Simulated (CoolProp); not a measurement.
Vapour-liquid equilibrium of propane (1) + isobutane (2) at 214.5 K; x and y are mole fractions of (1).

Model: multi-fluid Helmholtz-energy mixture model, Lemmon 2009 and Bücker 2006; pair parameters Kunz 2012, in CoolProp.

**Question.** Give the bubble pressure and the first vapour's composition at x = 0.25, 0.45, 0.95. Is there an azeotrope?

**Answer.** x = 0.25: 0.1894 bar, y = 0.596; x = 0.45: 0.2584 bar, y = 0.780; x = 0.95: 0.4399 bar, y = 0.989. No azeotrope shows between x = 0.05 and 0.95.

Pair parameters are fitted to limited data, so mixtures are less certain than the pure fluids. The gap from Raoult's law changes sign with composition, which may be real or a fault of the pair parameters; it wasn't checked against measurements.
